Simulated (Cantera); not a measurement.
Charge: 1 mol Al(CH3)3, 18 mol O2, 100 mol H2, held at 0.100 bar.

Method: chemical equilibrium by Gibbs-energy minimisation in Cantera with the NASA 1993 tables (ideal gas, pure condensed phases). Candidate condensed phases: Al, Al2O3, C, C6H6, C7H8, C8H18, H2O; 121 gas species. The feed counts by its element totals alone. Kinetics and transport are ignored. All values below are at 477 °C.

Base state: H2 0.670, H2O 0.301, CH4 0.0125, CO2 0.0118, CO 0.00430 (mole fractions); condensed: Al2O3(s).

Q: What changes in the equilibrium state with this change: Al(CH3)3 replaced by Al?

A: 
```tsv
species	before	after
H2	0.670	0.655
H2O	0.301	0.345
CH4	0.0125	0
CO2	0.0118	0
CO	0.00430	0
Al2O3(s), mol	0.500	0.500
```
